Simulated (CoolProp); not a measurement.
Computed with CoolProp (reference Helmholtz-energy equation of state, de Reuck 1990).

Task: For fluorine, give the phase and the density (kg/m³), cp (kJ/(kg K)), isothermal compressibility (1/MPa), expansivity (1/kK) at 80.2 K and 6.55 MPa.

Result: 
- 80.2 K and 6.55 MPa: liquid; density 1550, cp 1.48, isothermal compressibility 0.00140, expansivity 4.13
